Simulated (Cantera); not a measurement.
Gas mixture: 38.4 % C2H4, 51.8 % H2O, 9.76 % N2, at 0.0247 atm, frozen composition.

Cantera's kinetic-theory transport with the Lennard-Jones parameters of GRI-Mech 3.0, ideal gas; thermal conductivity in the mixture-averaged form. Polar gases are described roughly by these parameters. The composition is frozen, though it would react at the higher temperatures.

D: mixture-averaged diffusion coefficient of that species in the mixture.

| T (K) | ρ (kg/m³) | cp (J/kg/K) | μ (µPa s) | λ (mW/m/K) | Pr | D (cm²/s) H2 | D (cm²/s) O | D (cm²/s) C2H2 |
|---|---|---|---|---|---|---|---|---|
| 400 | 0.0172 | 1788 | 14.5 | 35.3 | 0.733 | 50.1 | 21.4 | 10.5 |
| 600 | 0.0114 | (withheld) | (withheld) | (withheld) | 0.756 | (withheld) | (withheld) | (withheld) |
| 800 | 0.00859 | (withheld) | (withheld) | (withheld) | 0.764 | (withheld) | (withheld) | (withheld) |
| 1000 | 0.00687 | 2659 | 33.2 | 114 | 0.770 | 241 | 106 | 55.9 |
| 1200 | 0.00572 | 2849 | 38.5 | 142 | 0.773 | 327 | 144 | 76.6 |
| 1400 | 0.00491 | 3005 | 43.6 | 169 | 0.774 | 423 | 186 | 99.8 |

Problem. Fill in the missing entries.

Solution. 
- 600, cp (J/kg/K): 2145
- 600, μ (µPa s): 21.2
- 600, λ (mW/m/K): 60.1
- 600, D (cm²/s) H2: 101
- 600, D (cm²/s) O: 43.9
- 600, D (cm²/s) C2H2: 22.5
- 800, cp (J/kg/K): 2423
- 800, μ (µPa s): 27.4
- 800, λ (mW/m/K): 86.9
- 800, D (cm²/s) H2: 165
- 800, D (cm²/s) O: 72.2
- 800, D (cm²/s) C2H2: 37.7
